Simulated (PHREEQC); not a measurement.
# Nickel, zinc or cadmium bath: an equilibrium model

Consider water at 80 °C with 0.0038 mol ZnCl2 and 0.033 mol H3BO3 per kg of water. Closed to the air; pH follows from the charge balance.

Equilibrium calculation in PHREEQC: ion-association model, wateq4f.dat.

The pH is 4.95 and the ionic strength comes out as 0.0107 mol/kgw.

```json
[
 {"species": "H3BO3", "molality": "0.0330", "activity": "0.0331", "log γ": "0.001"},
 {"species": "Cl-", "molality": "0.00726", "activity": "0.00643", "log γ": "-0.053"},
 {"species": "Zn+2", "molality": "0.00346", "activity": "0.00220", "log γ": "-0.195"},
 {"species": "ZnCl+", "molality": "0.000333", "activity": "0.000296", "log γ": "-0.052"},
 {"species": "H+", "molality": "1.26e-5", "activity": "1.14e-5", "log γ": "-0.045"},
 {"species": "ZnOH+", "molality": "8.10e-6", "activity": "7.19e-6", "log γ": "-0.052"},
 {"species": "H2BO3-", "molality": "4.43e-6", "activity": "3.91e-6", "log γ": "-0.054"},
 {"species": "ZnCl2", "molality": "2.39e-6", "activity": "2.40e-6", "log γ": "0.001"},
 {"species": "ZnOHCl", "molality": "4.12e-8", "activity": "4.13e-8", "log γ": "0.001"},
 {"species": "ZnCl3-", "molality": "2.58e-8", "activity": "2.29e-8", "log γ": "-0.052"},
 {"species": "OH-", "molality": "2.43e-8", "activity": "2.15e-8", "log γ": "-0.053"}
]
```

Precipitation was switched off in this run. Species that the database lacks are ignored. Constants without temperature data keep their 25 °C values here.
